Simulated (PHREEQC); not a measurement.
Solution (68 °C): 5.1 mmol/kgw HF, 24 mmol/kgw NaF and 23 mmol/kgw H2SO4. Closed to the air; pH follows from the charge balance.

The numbers come from PHREEQC with the ion-association model, wateq4f.dat.

Precipitation was switched off in this run.

Q: Order these F species by the share of F that they hold, largest first: HF2-, HF, F-, H2F2.

A: HF (93 %), F- (3.8 %), H2F2 (2.5 %), HF2- (0.92 %)

The pH is 2.06 and the ionic strength 0.0431 mol/kgw. Away from 25 °C the constants follow the database's enthalpies or fits; those with neither stay at their 25 °C values.
